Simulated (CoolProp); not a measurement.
The fluid at 298.15 K and 15 MPa flows at 0.057 m/s in a round tube of 12.7 mm bore and 45 µm roughness, fully developed (64/Re and Nu = 3.66 if laminar; Colebrook and Gnielinski if turbulent). The same conditions are run with several fluids, on thermodynamics alone (safety and materials aside).

Model: reference Helmholtz-energy equation of state of each fluid (methanol: de Reuck 1993; benzene: Thol 2012; R22: Kamei 1995), in CoolProp.

Question: Rank methanol, benzene, R22 by Reynolds number, highest first.

Answer: R22 (5690), methanol (978), benzene (936)

```
fluid     Darcy friction factor  pressure drop (Pa/m)  heat-transfer coefficient (W/(m² K))  mass flow (kg/h)
--------  ---------------------  --------------------  ------------------------------------  ----------------
methanol                 0.0655                  6.70                                  59.7              20.8
benzene                  0.0684                  7.74                                  42.3              23.0
R22                      0.0400                  6.43                                   225              32.7
```

Transport values come from each fluid's own correlations; those of R22 are estimates that may be off by 10 % or more.
